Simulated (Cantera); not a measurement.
An isothermal, constant-pressure homogeneous reactor starts with NH3 : H2 = 1 : 2.4 (molar parts), at 2275 K and 0.0132 atm.

Model: the gas-phase N/H chemistry of the illustrative SiF4/NH3 mechanism in the Surface Chemkin manual (1991), integrated in Cantera. Walls and surfaces, which speed up NH3 decomposition in real reactors, are not modelled.

x: mole fraction; the columns are a selection and need not sum to one.

| t (s) | x NH3 | x H2 | x N | x NH2 | x N2H4 | x NH |
|---|---|---|---|---|---|---|
| 1.00e-6 | 0.294 | 0.706 | <1e-12 | 5.86e-7 | <1e-12 | <1e-12 |
| 4.30e-6 | 0.294 | 0.706 | <1e-12 | 2.63e-6 | <1e-12 | 2.02e-11 |
| 1.85e-5 | 0.294 | 0.706 | <1e-12 | 1.20e-5 | <1e-12 | 1.22e-9 |
| 7.95e-5 | 0.294 | 0.706 | 9.47e-11 | 5.27e-5 | 2.37e-12 | 4.86e-8 |
| 0.000342 | 0.294 | 0.706 | ? | ? | 4.49e-11 | ? |
| 0.00147 | 0.293 | 0.705 | 9.34e-7 | 0.000933 | 7.65e-10 | 2.00e-5 |
| 0.00632 | 0.285 | 0.709 | 7.91e-6 | 0.00190 | 3.19e-9 | 8.26e-5 |
| 0.0272 | 0.246 | 0.733 | 8.18e-6 | 0.00174 | 2.65e-9 | 8.03e-5 |
| 0.117 | 0.137 | 0.799 | 8.33e-6 | 0.00116 | 1.18e-9 | 6.63e-5 |
| 0.503 | 0.0142 | 0.873 | 8.98e-6 | 0.000255 | 5.71e-11 | 3.24e-5 |
| 2.16 | 1.40e-6 | 0.840 | 9.71e-7 | 2.58e-7 | <1e-12 | 3.39e-7 |
| 9.30 | 6.08e-8 | 0.823 | 1.16e-7 | 1.56e-8 | <1e-12 | 2.89e-8 |
| 40.0 | ? | 0.823 | ? | ? | <1e-12 | ? |

Q: Complete the blanks.

A: 
- 0.000342, x N: 1.26e-8
- 0.000342, x NH2: 0.000227
- 0.000342, x NH: 1.15e-6
- 40.0, x NH3: 4.45e-8
- 40.0, x N: 8.47e-8
- 40.0, x NH2: 1.14e-8
- 40.0, x NH: 2.11e-8
